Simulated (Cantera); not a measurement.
Feed: 1 mol MgO, 0.2 mol SO3, 5.8 mol H2O, held at 1898.15 K and 13.3 mbar.

Equilibrium computed with Cantera from the NASA thermochemical tables; the gas is ideal and each condensed phase is pure. Candidate condensed phases: H2O, H2SO4, Mg, MgO, Mg(OH)2, MgS, MgSO4, S; 26 gas species. Kinetics and transport are ignored.

Base state: H2O 0.934, SO2 0.0325, O2 0.0186, H2 0.00760, OH 0.00594, H 0.000591, O 0.000347, SO 0.000116 (mole fractions); condensed: MgO(s).

Problem. What changes in the equilibrium state with this change: H2O from 5.8 to 0.062 mol?

Solution. 
```json
[
 {"species": "SO2", "before": "0.0325", "after": "0.550"},
 {"species": "O2", "before": "0.0186", "after": "0.274"},
 {"species": "H2O", "before": "0.934", "after": "0.168"},
 {"species": "Mg(OH)2", "before": "1.55e-5", "after": "2.79e-6"},
 {"species": "SO3", "before": "3.89e-6", "after": "0.000253"},
 {"species": "H2", "before": "0.00760", "after": "0.000356"},
 {"species": "H", "before": "0.000591", "after": "0.000128"},
 {"species": "SO", "before": "0.000116", "after": "0.000511"},
 {"species": "O", "before": "0.000347", "after": "0.00133"},
 {"species": "MgO(s), mol", "before": "1.000", "after": "1.000"}
]
```

Problem. What changes in the equilibrium state with this change: temperature from 1898.15 K to 1575 K?

Solution. 
```json
[
 {"species": "H2O", "before": "0.934", "after": "0.950"},
 {"species": "SO2", "before": "0.0325", "after": "0.0328"},
 {"species": "O2", "before": "0.0186", "after": "0.0164"},
 {"species": "H2", "before": "0.00760", "after": "0.000316"},
 {"species": "OH", "before": "0.00594", "after": "0.000698"},
 {"species": "Mg(OH)2", "before": "1.55e-5", "after": "4.83e-7"},
 {"species": "H", "before": "0.000591", "after": "6.40e-6"},
 {"species": "SO", "before": "0.000116", "after": "2.47e-6"},
 {"species": "O", "before": "0.000347", "after": "1.19e-5"},
 {"species": "SO3", "before": "3.89e-6", "after": "1.26e-5"},
 {"species": "MgO(s), mol", "before": "1.000", "after": "1.000"}
]
```
